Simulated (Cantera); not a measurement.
Cantera run:

```python
import numpy as np
import cantera as ct

gas_names = """
    AL ALCL ALCL2 ALCL3 ALH ALN AL2 AL2CL6 CL CL2 H HCL H2 N NH NH2 NH3 N2 N2H2 N2H4
""".split()
cond_names = """
    AL(cr) AL(L) ALCL3(s) ALCL3(L) ALN(s) NH4CL(a) NH4CL(b)
""".split()


# ... load() reads the species with a 1 bar reference pressure and builds the phases ...
atoms = {
    'AlCl3': {'AL': 1, 'CL': 3},
    'NH3': {'N': 1, 'H': 3},
    'N2': {'N': 2},
}
top_T = {'ALN(s)': 2750}  # K; cautious upper limits of use, not melting points


# ... equilibrate(T, P, feed) seeds the gas with the atoms and calls Mixture.equilibrate('TP', solver="vcs", rtol=1e-11, max_steps=5000) ...
results = []
feed = {'AlCl3': 1, 'NH3': 0.43, 'N2': 26}  # mol
P = 110  # Pa
for T in [900, 1000, 1100, 1200, 1300, 1400, 1500, 1600, 1700, 1800, 1900]:
    mix = equilibrate(T, P, feed)
    results.append((T, P, feed, dict(zip(mix.species_names, mix.species_moles))))
    x = sorted(zip(gas.X, gas.species_names), reverse=True)
    print(f"T = {T:g} K  P = {P:g} Pa  gas = {mix.phase_moles(0):.4g} mol")
    print("   x: " + "  ".join(f"{s} {v:.3e}" for v, s in x if v > 1e-05))
    print("   condensed (mol): " + ("  ".join(f"{mix.phase(i).name} {mix.phase_moles(i):.4g}"
          for i in range(1, mix.n_phases) if mix.phase_moles(i) > 1e-12) or "none"))
```

It prints:

```
T = 900 K  P = 110 Pa  gas = 27.86 mol
   x: N2 9.380e-01  ALCL3 2.995e-02  HCL 1.783e-02  H2 1.424e-02
   condensed (mol): ALN(s) 0.1655
T = 1000 K  P = 110 Pa  gas = 27.86 mol
   x: N2 9.381e-01  ALCL3 3.022e-02  HCL 1.701e-02  H2 1.465e-02
   condensed (mol): ALN(s) 0.1579
T = 1100 K  P = 110 Pa  gas = 27.86 mol
   x: N2 9.382e-01  ALCL3 3.041e-02  HCL 1.636e-02  H2 1.497e-02  ALCL2 3.829e-05
   condensed (mol): ALN(s) 0.1515
T = 1200 K  P = 110 Pa  gas = 27.87 mol
   x: N2 9.382e-01  ALCL3 3.042e-02  HCL 1.581e-02  H2 1.524e-02  ALCL2 2.594e-04  ALCL 7.139e-05
   condensed (mol): ALN(s) 0.1431
T = 1300 K  P = 110 Pa  gas = 27.91 mol
   x: N2 9.374e-01  ALCL3 2.956e-02  H2 1.550e-02  HCL 1.523e-02  ALCL2 1.277e-03  ALCL 1.026e-03
   condensed (mol): ALN(s) 0.1107
T = 1400 K  P = 110 Pa  gas = 28.09 mol
   x: N2 9.331e-01  ALCL3 2.540e-02  HCL 1.663e-02  H2 1.463e-02  ALCL 6.449e-03  ALCL2 3.750e-03  H 1.774e-05  CL 1.660e-05
   condensed (mol): none
T = 1500 K  P = 110 Pa  gas = 28.22 mol
   x: N2 9.288e-01  HCL 2.548e-02  ALCL3 2.007e-02  ALCL 1.023e-02  H2 1.009e-02  ALCL2 5.137e-03  CL 1.086e-04  H 5.330e-05
   condensed (mol): none
T = 1600 K  P = 110 Pa  gas = 28.35 mol
   x: N2 9.246e-01  HCL 3.354e-02  ALCL3 1.511e-02  ALCL 1.395e-02  ALCL2 6.205e-03  H2 5.914e-03  CL 5.655e-04  H 1.261e-04
   condensed (mol): none
T = 1700 K  P = 110 Pa  gas = 28.49 mol
   x: N2 9.203e-01  HCL 3.889e-02  ALCL 1.722e-02  ALCL3 1.102e-02  ALCL2 6.865e-03  H2 3.075e-03  CL 2.422e-03  H 2.464e-04
   condensed (mol): none
T = 1800 K  P = 110 Pa  gas = 28.68 mol
   x: N2 9.139e-01  HCL 4.095e-02  ALCL 2.103e-02  CL 8.009e-03  ALCL3 6.939e-03  ALCL2 6.894e-03  H2 1.785e-03  H 4.561e-04
   condensed (mol): none
T = 1900 K  P = 110 Pa  gas = 28.97 mol
   x: N2 9.048e-01  HCL 4.021e-02  ALCL 2.623e-02  CL 1.778e-02  ALCL2 5.496e-03  ALCL3 2.777e-03  H2 1.668e-03  H 9.772e-04
   condensed (mol): none
```

Method: chemical equilibrium by Gibbs-energy minimisation in Cantera with the NASA 1993 tables (ideal gas, pure condensed phases). The tables' values for AlCl2 are old estimates; treat these amounts as uncertain.
